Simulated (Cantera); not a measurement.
An adiabatic, constant-volume homogeneous reactor starts with 25.8 % H₂, 15.5 % O₂, 58.6 % N₂, equivalence ratio 0.83, at 1600 K and 3750 Torr.

Model: the H2/O2 subset of GRI-Mech 3.0, which has no nitrogen chemistry, integrated in Cantera. The hydrogen kinetics of GRI-Mech 3.0 are dated; newer H2 mechanisms differ, most at raised pressure. Above 3000 K some thermodynamic fits are extrapolated.

Problem. Predict: time of steepest temperature rise; temperature at 2.00 s; equilibrium temperature; x(H₂) at 2.00 s; x(O₂) at 2.00 s; x(O) at 2.00 s; x(H) at 2.00 s; x(H₂O₂) at 2.00 s; x(HO₂) at 2.00 s.

Solution. 
- time of steepest temperature rise: 1.97 µs
- temperature at 2.00 s: 3136 K
- equilibrium temperature: 3136 K
- x(H₂) at 2.00 s: 0.0298 (gas-phase equilibrium 0.0298)
- x(O₂) at 2.00 s: 0.0323 (gas-phase equilibrium 0.0323)
- x(O) at 2.00 s: 0.0107 (gas-phase equilibrium 0.0107)
- x(H) at 2.00 s: 0.0138 (gas-phase equilibrium 0.0138)
- x(H₂O₂) at 2.00 s: 2.58e-6 (gas-phase equilibrium 2.58e-6)
- x(HO₂) at 2.00 s: 3.44e-5 (gas-phase equilibrium 3.44e-5)
